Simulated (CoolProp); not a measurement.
n-perfluorobutane along the isobar 2.06 MPa: density (kg/m³) from the reference equation and from simpler models built on Tc = 386.3 K, pc = 2.322 MPa, ω = 0.372; each cubic takes its own stable root.

The numbers come from the reference Helmholtz-energy equation of state, Gao 2022 in CoolProp.

```
T (K)   phase  reference
-----  ------  ---------
342    liquid       1318
348.2  liquid       1283
354.3  liquid       1245
360.5  liquid       1201
366.7  liquid       1150
372.9  liquid       1083
379.1  liquid      979.7
385.3     gas      281.1
391.5     gas      249.7
397.7     gas      229.9
403.9     gas      215.3
410.1     gas      203.8
416.3     gas      194.3
422.5     gas      186.2
428.7     gas      179.1
434.9     gas      172.9
```

Task: How far does each simpler model (Redlich-Kwong, Soave-Redlich-Kwong, Peng-Robinson) lie from the reference over these 16 states: mean and median of the absolute difference, and the worst?

Result: 
- Redlich-Kwong: mean 12.4 %, median 3.5 %, worst -67.8 % at 379.1 K and 2.06 MPa
- Soave-Redlich-Kwong: mean 6.6 %, median 2.0 %, worst -20.9 % at 379.1 K and 2.06 MPa
- Peng-Robinson: mean 3.5 %, median 3.0 %, worst -11.7 % at 379.1 K and 2.06 MPa
